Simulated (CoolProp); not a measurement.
C2F6 (R116) along the isobar 3.14 MPa: Z from the reference equation and from simpler models built on Tc = 19.9 °C, pc = 3.048 MPa, ω = 0.257; each cubic takes its own stable root.

Computed with CoolProp (reference Helmholtz-energy equation of state, Lemmon 2006). It is a short technical equation, of lower accuracy than the large ones.

```json
[
 {"T (°C)": "-39.05", "phase": "liquid", "reference": "0.1549"},
 {"T (°C)": "-11.75", "phase": "liquid", "reference": "0.1566"},
 {"T (°C)": "15.45", "phase": "liquid", "reference": "0.1833"},
 {"T (°C)": "42.75", "phase": "supercritical", "reference": "0.6643"},
 {"T (°C)": "70.05", "phase": "supercritical", "reference": "0.7809"},
 {"T (°C)": "97.35", "phase": "supercritical", "reference": "0.8470"},
 {"T (°C)": "124.55", "phase": "supercritical", "reference": "0.8901"},
 {"T (°C)": "151.85", "phase": "supercritical", "reference": "0.9205"}
]
```

Q: How far does each simpler model (Redlich-Kwong, Soave-Redlich-Kwong, Peng-Robinson) lie from the reference over these 8 states: mean and median of the absolute difference, and the worst?

A: 
- Redlich-Kwong: mean 7.7 %, median 3.3 %, worst +22.7 % at 15.45 °C and 3.14 MPa
- Soave-Redlich-Kwong: mean 4.8 %, median 0.9 %, worst +19.9 % at 15.45 °C and 3.14 MPa
- Peng-Robinson: mean 3.7 %, median 3.0 %, worst +7.7 % at 15.45 °C and 3.14 MPa
